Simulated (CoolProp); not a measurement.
Vapour-liquid equilibrium of cyclohexane (1) + n-heptane (2) at 0.0911 MPa; x and y are mole fractions of (1).

Model: multi-fluid Helmholtz-energy mixture model, Zhou 2014 and Span 2003; pair parameters Bell 2016, in CoolProp.

Problem. Give the bubble temperature and the first vapour's composition at x = 0.05, 0.275, 0.425. Is there an azeotrope?

Solution. x = 0.05: 366.8 K, y = 0.081; x = 0.275: 362.0 K, y = 0.390; x = 0.425: 359.1 K, y = 0.555. No azeotrope shows between x = 0.05 and 0.95.

The pair parameters rest on a limited set of measurements; away from them the model extrapolates.
